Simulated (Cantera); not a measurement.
A freely propagating, adiabatic, planar premixed flame of H2 : O2 : N2 = 1 : 0.877 : 3.3 (molar parts), equivalence ratio 0.57, unburnt at 400 K and 200000 Pa; multicomponent transport, grid criteria slope 0.08 and curve 0.16, no radiation.

Computed with Cantera and the H2/O2 subset of GRI-Mech 3.0, which has no nitrogen chemistry. Burning velocities carry a grid error of a few per cent, more on coarse grids. Lean hydrogen flames are cellular in practice and burn faster than this planar one.

**Question.** Predict: laminar burning velocity; thermal thickness; peak x(H); peak x(OH); peak x(H2O2).

**Answer.** 
```json
{
  "laminar_burning_velocity": "99.4 cm/s",
  "thermal_thickness": "0.182 mm",
  "peak x(H)": "0.00471",
  "peak x(OH)": "0.00614",
  "peak x(H2O2)": "9.76e-5"
}
```
